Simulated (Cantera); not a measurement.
NO annealing gas

An isothermal, constant-pressure homogeneous reactor starts with NO : N₂ = 1 : 1.3 (molar parts), at 1973 K and 1.48 atm.

Cantera simulation using GRI-Mech 3.0 (53 species, 325 reactions); the numbers are that mechanism's predictions, not measurements.

| t (s) | x NO | x NO₂ | x O₂ | x N₂O | x O |
|---|---|---|---|---|---|
| 0.000600 | 0.434 | 0.000135 | 4.96e-5 | 7.58e-5 | 3.22e-5 |
| 0.00135 | 0.434 | 0.000173 | 0.000244 | 8.89e-5 | 4.00e-5 |
| 0.00303 | 0.433 | 0.000181 | 0.000745 | 8.99e-5 | 4.17e-5 |
| 0.00682 | 0.431 | 0.000192 | 0.00188 | 8.89e-5 | 4.43e-5 |
| 0.0153 | 0.425 | 0.000214 | 0.00440 | 8.66e-5 | 4.96e-5 |
| 0.0345 | 0.414 | 0.000254 | 0.0100 | 8.16e-5 | 5.96e-5 |
| 0.0775 | 0.390 | 0.000312 | 0.0221 | 7.18e-5 | 7.67e-5 |
| 0.174 | 0.341 | 0.000371 | 0.0463 | 5.44e-5 | 0.000103 |
| 0.391 | 0.258 | 0.000375 | 0.0881 | 3.07e-5 | 0.000136 |
| 0.880 | 0.150 | 0.000274 | 0.142 | 1.04e-5 | 0.000170 |
| 1.98 | 0.0598 | 0.000125 | 0.187 | 2.02e-6 | 0.000193 |
| 4.45 | 0.0184 | 4.05e-5 | 0.208 | 6.09e-7 | 0.000203 |
| 10.0 | 0.00823 | 1.83e-5 | 0.213 | 4.97e-7 | 0.000206 |
x: mole fraction; the columns are a selection and need not sum to one.

Equilibrium at this temperature and pressure: NO 0.00715, NO₂ 1.59e-5, O₂ 0.214, N₂O 4.91e-7, O 0.000206 (gas phase only).
